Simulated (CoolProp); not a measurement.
Properties of dimethyl ether along the isobar 6990 kPa (Tc = 127.2 °C, pc = 5337 kPa, ω = 0.196).

Computed with CoolProp (reference Helmholtz-energy equation of state, Wu 2011).

```csv
T (°C),phase,Z,expansivity (1/kK)
-115.35,liquid,0.2874,1.392
-93.25,liquid,(withheld),1.449
-71.15,liquid,0.2394,(withheld)
-49.05,liquid,0.2234,1.617
-27.05,liquid,0.2110,1.740
-4.95,liquid,0.2016,1.903
17.15,liquid,0.1947,2.122
39.25,liquid,0.1902,2.427
61.35,liquid,0.1883,2.887
83.45,liquid,0.1898,3.680
105.55,liquid,(withheld),(withheld)
127.65,supercritical,0.2210,(withheld)
149.65,supercritical,0.4135,34.65
171.75,supercritical,0.5934,(withheld)
193.85,supercritical,0.6851,6.933
```

Problem. Fill in the missing entries.

Solution. 
- -93.25, Z: 0.2601
- -71.15, expansivity (1/kK): 1.522
- 105.55, Z: 0.1970
- 105.55, expansivity (1/kK): 5.405
- 127.65, expansivity (1/kK): 11.96
- 171.75, expansivity (1/kK): 11.21
